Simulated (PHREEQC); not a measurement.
Model water analysis in mg/L, 25 °C, pH 3.74, pe 10.6: Na 1370; K 96.9; Ca 107; Mg 4.04; Cl 489; S(6) as SO4 2640; Cu(2) 4.73; Si as SiO2 62.3; Zn 68; Al 1.04; Li 3.15.

Cl is adjusted to close the charge balance.
Valence states are taken as typed.

Equilibrium calculation in PHREEQC: ion-association model, phreeqc.dat.

**Question.** The ionic strength comes out as 0.0904 mol/kgw. What activity coefficients do Ca+2, H+, Cu+2, ZnCl+, Zn(SO4)2-2 get?

**Answer.** Ca+2 0.40, H+ 0.83, Cu+2 0.41, ZnCl+ 0.78, Zn(SO4)2-2 0.38.

No solid was allowed to form. Examples of supersaturated solids here: Quartz (slow to form), Chalcedony (slow to form). Others may be too. Complexes and solids missing from the database can't appear.
